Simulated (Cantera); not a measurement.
## MgCO3 + SO3 + O2 + H2S (roasting and sulfation)

Feed: 1 mol MgCO3, 0.071 mol SO3, 0.13 mol O2, 5 mol H2S, at 308 Torr.

Equilibrium computed with Cantera from the NASA thermochemical tables; the gas is ideal and each condensed phase is pure. Candidate condensed phases: C, C6H6, C7H8, C8H18, H2O, H2SO4, Mg, MgCO3, MgO, Mg(OH)2, MgS, MgSO4, S; 130 gas species. Gases not in the tables: S3 to S7. Equilibrium is a limit: real reactors are often held back by kinetics, nucleation or transport.

From 998 K to 1823 K the condensed part is MgO(s).

```csv
T (K),x H2S,x H2,x S2,x H2O,x CO2,x CO,x COS,x SH,n MgO(s)
998,0.640,0.0279,0.0665,0.110,0.119,0.0208,0.0151,3.47e-5,1.00
1073,0.590,0.0489,0.0841,0.124,0.101,0.0369,0.0141,9.67e-5,1.00
1148,0.532,0.0762,0.105,0.137,0.0825,0.0541,0.0120,0.000233,1.00
1223,0.469,0.109,0.128,0.148,0.0653,0.0699,0.00962,0.000496,1.00
1298,0.405,0.145,0.151,0.157,0.0510,0.0826,0.00745,0.000948,1.00
1373,0.344,0.182,0.173,0.162,0.0398,0.0919,0.00567,0.00165,1.00
1448,0.288,0.217,0.192,0.165,0.0315,0.0983,0.00429,0.00267,1.00
1523,0.238,0.250,0.209,0.166,0.0254,0.103,0.00326,0.00405,1.00
1598,0.196,0.279,0.223,0.166,0.0209,0.105,0.00250,0.00582,1.000
1673,0.161,0.303,0.234,0.165,0.0176,0.107,0.00194,0.00798,1.000
1748,0.132,0.324,0.242,0.163,0.0150,0.108,0.00153,0.0105,1.000
1823,0.109,0.340,0.247,0.160,0.0131,0.109,0.00122,0.0135,1.000
```
x: gas mole fraction; n: condensed amount in mol.
